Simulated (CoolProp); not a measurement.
Sulfur hexafluoride at several states: Z from the reference equation and from simpler models built on Tc = 45.6 °C, pc = 3.755 MPa, ω = 0.210; each cubic takes its own stable root.

Values from CoolProp's reference Helmholtz-energy equation of state, Guder 2009.

```
T (°C)  p (MPa)   phase  reference  van der Waals  Redlich-Kwong  Peng-Robinson
------  -------  ------  ---------  -------------  -------------  -------------
17.95      3.37  liquid     0.1402         0.2162              …              …
146.35     2.53     gas          …              …         0.8982              …
54.75    0.0619     gas     0.9950         0.9954         0.9948         0.9943
308.25   0.0528     gas     0.9996         0.9992         0.9993         0.9995
227.35     1.62     gas          …              …              …         0.9685
```

Problem. What belongs in the gaps?

Solution. 
- 17.95, Redlich-Kwong: 0.1618
- 17.95, Peng-Robinson: 0.1383
- 146.35, reference: 0.9133
- 146.35, van der Waals: 0.8935
- 146.35, Peng-Robinson: 0.8993
- 227.35, reference: 0.9744
- 227.35, van der Waals: 0.9602
- 227.35, Redlich-Kwong: 0.9649
